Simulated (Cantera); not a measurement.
A Cantera script and what it prints.

```python
import numpy as np
import cantera as ct

gas_names = [...]  # 113 gases of nasa_gas.yaml made of C, F, H, Si
cond_names = """
    C(gr) C6H6(L) C7H8(L) C8H18(L),n-octa Si(cr) Si(L) SiC(b)
""".split()


# ... load() reads the species with a 1 bar reference pressure and builds the phases ...
atoms = {
    'c-C4F8': {'C': 4, 'F': 8},
    'Si': {'Si': 1},
    'H2': {'H': 2},
}
top_T = {'C(gr)': 4500, 'SiC(b)': 3050}  # K; cautious upper limits of use, not melting points


# ... equilibrate(T, P, feed) seeds the gas with the atoms and calls Mixture.equilibrate('TP', solver="vcs", rtol=1e-11, max_steps=5000) ...
results = []
feed = {'c-C4F8': 1, 'Si': 0.58, 'H2': 0.73}  # mol
P = 110  # Pa
for T in [1148, 1248, 1348, 1448, 1548, 1648, 1748, 1848, 1948, 2048]:
    mix = equilibrate(T, P, feed)
    results.append((T, P, feed, dict(zip(mix.species_names, mix.species_moles))))
    x = sorted(zip(gas.X, gas.species_names), reverse=True)
    print(f"T = {T:g} K  P = {P:g} Pa  gas = {mix.phase_moles(0):.4g} mol")
    print("   x: " + "  ".join(f"{s} {v:.3e}" for v, s in x if v > 1e-05))
    print("   condensed (mol): " + ("  ".join(f"{mix.phase(i).name} {mix.phase_moles(i):.4g}"
          for i in range(1, mix.n_phases) if mix.phase_moles(i) > 1e-12) or "none"))
```

Result:

```
T = 1148 K  P = 110 Pa  gas = 3.095 mol
   x: HF 4.717e-01  CF4 3.409e-01  SiF4 1.874e-01
   condensed (mol): C(gr) 2.945
T = 1248 K  P = 110 Pa  gas = 3.095 mol
   x: HF 4.717e-01  CF4 3.409e-01  SiF4 1.874e-01
   condensed (mol): C(gr) 2.945
T = 1348 K  P = 110 Pa  gas = 3.095 mol
   x: HF 4.717e-01  CF4 3.408e-01  SiF4 1.874e-01  CF2 5.988e-05  F 1.427e-05
   condensed (mol): C(gr) 2.945
T = 1448 K  P = 110 Pa  gas = 3.096 mol
   x: HF 4.716e-01  CF4 3.406e-01  SiF4 1.874e-01  CF2 3.362e-04  F 1.003e-04  CF3 3.996e-05
   condensed (mol): C(gr) 2.945
T = 1548 K  P = 110 Pa  gas = 3.099 mol
   x: HF 4.712e-01  CF4 3.395e-01  SiF4 1.872e-01  CF2 1.503e-03  F 5.477e-04  CF3 1.346e-04
   condensed (mol): C(gr) 2.943
T = 1648 K  P = 110 Pa  gas = 3.11 mol
   x: HF 4.695e-01  CF4 3.356e-01  SiF4 1.865e-01  CF2 5.557e-03  F 2.430e-03  CF3 3.879e-04
   condensed (mol): C(gr) 2.938
T = 1748 K  P = 110 Pa  gas = 3.144 mol
   x: HF 4.643e-01  CF4 3.238e-01  SiF4 1.844e-01  CF2 1.741e-02  F 9.041e-03  CF3 9.703e-04  CF 1.001e-05
   condensed (mol): C(gr) 2.924
T = 1848 K  P = 110 Pa  gas = 3.242 mol
   x: HF 4.503e-01  CF4 2.934e-01  SiF4 1.789e-01  CF2 4.649e-02  F 2.870e-02  CF3 2.087e-03  CF 5.892e-05
   condensed (mol): C(gr) 2.891
T = 1948 K  P = 110 Pa  gas = 3.482 mol
   x: HF 4.193e-01  CF4 2.290e-01  SiF4 1.665e-01  CF2 1.034e-01  F 7.778e-02  CF3 3.679e-03  CF 2.772e-04  SiF3 2.270e-05
   condensed (mol): C(gr) 2.829
T = 2048 K  P = 110 Pa  gas = 3.979 mol
   x: HF 3.669e-01  CF2 1.777e-01  F 1.751e-01  SiF4 1.457e-01  CF4 1.287e-01  CF3 4.702e-03  CF 1.024e-03  SiF3 5.506e-05
   condensed (mol): C(gr) 2.758
```

Method: chemical equilibrium by Gibbs-energy minimisation in Cantera with the NASA 1993 tables (ideal gas, pure condensed phases). The feed counts by its element totals alone. The tables' values for SiF3 are old estimates; treat these amounts as uncertain. Gases not in the tables: C2F6 and larger saturated fluorocarbons.
